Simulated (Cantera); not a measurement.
Stirred combustor or abatement burner

A perfectly stirred reactor is fed with CO : H2 : O2 : N2 : H2O = 1 : 0.32 : 0.985 : 3.7 : 0.4 (molar parts), at 5.00 bar; it is adiabatic with a 450 K inlet, and is followed from long to short residence time, starting on the burning branch (τ in s: 0.07, 0.029, 0.012, 0.0052, 0.0022, 0.00091, 0.00038, 0.00016, 6.8e-05, 2.8e-05, 1.2e-05, 5e-06).

Model: GRI-Mech 3.0 (53 species, 325 reactions), integrated in Cantera. The hydrogen kinetics of GRI-Mech 3.0 are dated; newer H2 mechanisms differ, most at raised pressure.

```json
[
 {"τ (s)": "0.070", "T (K)": "2060", "x CO": "0.000963", "x H2": "0.000132", "x O2": "0.0564", "x H2O": "0.124", "x NO": "0.000429"},
 {"τ (s)": "0.029", "T (K)": "2057", "x CO": "0.00127", "x H2": "0.000163", "x O2": "0.0566", "x H2O": "0.124", "x NO": "0.000219"},
 {"τ (s)": "0.012", "T (K)": "2052", "x CO": "0.00191", "x H2": "0.000229", "x O2": "0.0569", "x H2O": "0.124", "x NO": "0.000126"},
 {"τ (s)": "0.0052", "T (K)": "2041", "x CO": "0.00303", "x H2": "0.000347", "x O2": "0.0573", "x H2O": "0.123", "x NO": "8.42e-5"},
 {"τ (s)": "0.0022", "T (K)": "2023", "x CO": "0.00502", "x H2": "0.000559", "x O2": "0.0581", "x H2O": "0.123", "x NO": "6.00e-5"},
 {"τ (s)": "0.00091", "T (K)": "1992", "x CO": "0.00843", "x H2": "0.000917", "x O2": "0.0596", "x H2O": "0.122", "x NO": "4.25e-5"},
 {"τ (s)": "0.00038", "T (K)": "1944", "x CO": "0.0139", "x H2": "0.00146", "x O2": "0.0620", "x H2O": "0.120", "x NO": "2.92e-5"},
 {"τ (s)": "0.00016", "T (K)": "1870", "x CO": "0.0225", "x H2": "0.00220", "x O2": "0.0660", "x H2O": "0.118", "x NO": "2.00e-5"},
 {"τ (s)": "6.8e-5", "T (K)": "1748", "x CO": "0.0377", "x H2": "0.00312", "x O2": "0.0734", "x H2O": "0.116", "x NO": "1.27e-5"},
 {"τ (s)": "2.8e-5", "T (K)": "450", "x CO": "0.156", "x H2": "0.0500", "x O2": "0.154", "x H2O": "0.0625", "x NO": "<1e-12"},
 {"τ (s)": "1.2e-5", "T (K)": "450", "x CO": "0.156", "x H2": "0.0500", "x O2": "0.154", "x H2O": "0.0625", "x NO": "<1e-12"},
 {"τ (s)": "5.0e-6", "T (K)": "450", "x CO": "0.156", "x H2": "0.0500", "x O2": "0.154", "x H2O": "0.0625", "x NO": "<1e-12"}
]
```
x: mole fraction; the columns are a selection and need not sum to one.
